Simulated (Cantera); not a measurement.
Input: 1 mol HgO, a varied amount of N2, equilibrated at 1373.15 K and 13.3 mbar.

Method: chemical equilibrium by Gibbs-energy minimisation in Cantera with the NASA 1993 tables (ideal gas, pure condensed phases). Candidate condensed phases: Hg, HgO; 10 gas species. Equilibrium is a limit: real reactors are often held back by kinetics, nucleation or transport.

Problem. At 20 mol N2, list the 4 most abundant gas species with their mole fractions, and the condensed phases.

Solution. N2 0.930, Hg 0.0465, O2 0.0231, NO 0.000224. Condensed: gas only.
